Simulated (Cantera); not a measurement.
Cantera run, input and output.

```python
import numpy as np
import cantera as ct

gas = ct.Solution("gri30.yaml")
gas.TPX = 1750, 150000, {'CH4': 1, 'O2': 1.67, 'N2': 6.27}
reactor = ct.IdealGasReactor(gas, energy="on", clone=False)
net = ct.ReactorNet([reactor])
net.rtol, net.atol = 1e-08, 1e-16
show = ['CH4', 'O2', 'HCO', 'NO', 'H2O', 'HO2']
times = np.geomspace(2e-06, 3, 15)

steps = ct.SolutionArray(gas, extra=["t"])
rows = []
print(f"{'t/s':>10s}{'T/K':>9s}{'P/Pa':>11s}" + "".join(f"{s:>11s}" for s in show))
for t in times:
    while net.time < t:
        t_next = net.step()
        steps.append(gas.state, t=t_next)
    rows.append([np.interp(t, steps.t, y) for y in (steps.T, steps.P, *steps(*show).X.T)])
    print(f"{t:10.3e}{rows[-1][0]:9.1f}{rows[-1][1]:11.4g}" + "".join(f"{x:11.3e}" for x in rows[-1][2:]))
rate = np.gradient(steps.T, steps.t)
print("integrator steps:", len(steps.t))
if steps.T.max() > steps.T[0] + 200:
    print(f"time of steepest temperature rise: {steps.t[rate.argmax()]:.4e} s")
gas.TPX = 1750, 150000, {'CH4': 1, 'O2': 1.67, 'N2': 6.27}
gas.equilibrate("UV")
print(f"equilibrium (UV): T = {gas.T:.1f} K  " + "  ".join(f"{s} {gas[s].X[0]:.3e}" for s in show))
```

It prints:

```
       t/s      T/K       P/Pa        CH4         O2        HCO         NO        H2O        HO2
 2.000e-06   1749.9    1.5e+05  1.118e-01  1.868e-01  3.548e-11  1.614e-13  4.165e-06  3.110e-06
 5.523e-06   1749.7    1.5e+05  1.118e-01  1.868e-01  3.943e-10  6.396e-13  1.759e-05  7.918e-06
 1.525e-05   1749.3    1.5e+05  1.116e-01  1.867e-01  6.149e-09  3.146e-12  9.725e-05  1.713e-05
 4.212e-05   1750.9  1.501e+05  1.101e-01  1.860e-01  1.916e-07  2.618e-11  8.871e-04  3.707e-05
 1.163e-04   2970.9   2.79e+05  5.811e-14  1.505e-02  3.209e-07  6.463e-04  1.365e-01  8.518e-06
 3.212e-04   3040.7  2.839e+05  1.247e-13  1.160e-02  3.119e-07  8.664e-03  1.415e-01  8.009e-06
 8.870e-04   3037.5  2.835e+05  1.287e-13  1.117e-02  3.116e-07  1.040e-02  1.415e-01  7.737e-06
 2.449e-03   3037.4  2.835e+05  1.288e-13  1.117e-02  3.116e-07  1.040e-02  1.415e-01  7.735e-06
 6.764e-03   3037.4  2.835e+05  1.288e-13  1.117e-02  3.116e-07  1.040e-02  1.415e-01  7.735e-06
 1.868e-02   3037.4  2.835e+05  1.288e-13  1.117e-02  3.116e-07  1.040e-02  1.415e-01  7.735e-06
 5.159e-02   3037.4  2.835e+05  1.288e-13  1.117e-02  3.116e-07  1.040e-02  1.415e-01  7.735e-06
 1.425e-01   3037.4  2.835e+05  1.288e-13  1.117e-02  3.116e-07  1.040e-02  1.415e-01  7.735e-06
 3.934e-01   3037.4  2.835e+05  1.288e-13  1.117e-02  3.116e-07  1.040e-02  1.415e-01  7.735e-06
 1.086e+00   3037.4  2.835e+05  1.288e-13  1.117e-02  3.116e-07  1.040e-02  1.415e-01  7.735e-06
 3.000e+00   3037.4  2.835e+05  1.288e-13  1.117e-02  3.116e-07  1.040e-02  1.415e-01  7.735e-06
integrator steps: 1650
time of steepest temperature rise: 1.0539e-04 s
equilibrium (UV): T = 3037.4 K  CH4 1.628e-13  O2 1.117e-02  HCO 3.116e-07  NO 1.040e-02  H2O 1.415e-01  HO2 7.735e-06
```

Cantera simulation using GRI-Mech 3.0 (53 species, 325 reactions); the numbers are that mechanism's predictions, not measurements. Above 3000 K some thermodynamic fits are extrapolated.
